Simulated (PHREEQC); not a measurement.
Solution (20 °C): 0.23 mol/kgw Cu(NO3)2, 4.6e-05 mol/kgw HCl and 0.24 mol/kgw H3BO3. Closed to the air; pH follows from the charge balance.

All values are PHREEQC results (ion-association model, phreeqc.dat), not measurements.

Each row changes one thing in this solution. This is a speciation only: nothing precipitates in the calculation.

```json
[
 {"case": "as made", "pH": "4.06", "H2BO3- (mol/kgw)": "2.24e-6"},
 {"case": "temperature from 20 to 30 °C", "pH": "___", "H2BO3- (mol/kgw)": "2.11e-6"},
 {"case": "Cu(NO3)2 from 0.23 to 0.115 mol/kgw", "pH": "___", "H2BO3- (mol/kgw)": "2.60e-6"},
 {"case": "HCl left out", "pH": "___", "H2BO3- (mol/kgw)": "2.67e-6"},
 {"case": "Cu(NO3)2 left out", "pH": "___", "H2BO3- (mol/kgw)": "2.63e-6"},
 {"case": "temperature from 20 to 35 °C", "pH": "___", "H2BO3- (mol/kgw)": "2.03e-6"},
 {"case": "0.015 mol/kgw KCl added", "pH": "4.06", "H2BO3- (mol/kgw)": "2.26e-6"}
]
```

**Question.** Complete the blanks.

**Answer.** 
- temperature from 20 to 30 °C, pH: 3.95
- Cu(NO3)2 from 0.23 to 0.115 mol/kgw, pH: 4.14
- HCl left out, pH: 4.13
- Cu(NO3)2 left out, pH: 4.32
- temperature from 20 to 35 °C, pH: 3.89

The ionic strength passes 0.7 mol/kgw, the rough limit of the ion-association models, in 0.015 mol/kgw KCl added.
